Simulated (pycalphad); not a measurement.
All values are pycalphad results on the COST 507 light-alloy database (1999) (1 atm), not direct measurements. These are 1990s assessments: newer ones move some temperatures and phases. Amounts are mole fractions of atoms.

**Question.** Give the equilibrium state of Al-6.74N (at.%) at 452 °C.

**Answer.** fcc, fraction 0.865, with <0.01 N at.%; ALN, fraction 0.135, with 50.0 N at.%.

**Question.** Give the equilibrium state of Al-6.74N (at.%) at 902 °C.

**Answer.** liquid, fraction 0.866, with 0.04 N at.%; ALN, fraction 0.134, with 50.0 N at.%.

Database names, with the compositions (at.%) that they take in these runs: ALN: Al 50 N 50.
